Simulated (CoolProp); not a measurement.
The fluoroketone C6F12O (FK-5-1-12) at several states: Z from the reference equation and from simpler models built on Tc = 168.7 °C, pc = 1.869 MPa, ω = 0.471; each cubic takes its own stable root.

The numbers come from the reference Helmholtz-energy equation of state, McLinden 2015 in CoolProp.

```tsv
T (°C)	p (MPa)	phase	reference
139.45	4.08	liquid	0.3050
78.95	0.988	liquid	0.07455
206.25	10.9	supercritical	0.7695
213.15	0.045	gas	0.9941
225.95	0.28	gas	0.9665
```

Problem. How far does each simpler model (van der Waals, Redlich-Kwong, Soave-Redlich-Kwong) lie from the reference over these 5 states: mean and median of the absolute difference, and the worst?

Solution. 
- van der Waals: mean 29.7 %, median 28.9 %, worst +69.7 % at 78.95 °C and 0.988 MPa
- Redlich-Kwong: mean 7.9 %, median 3.5 %, worst +19.8 % at 78.95 °C and 0.988 MPa
- Soave-Redlich-Kwong: mean 5.8 %, median 6.8 %, worst +11.5 % at 139.45 °C and 4.08 MPa
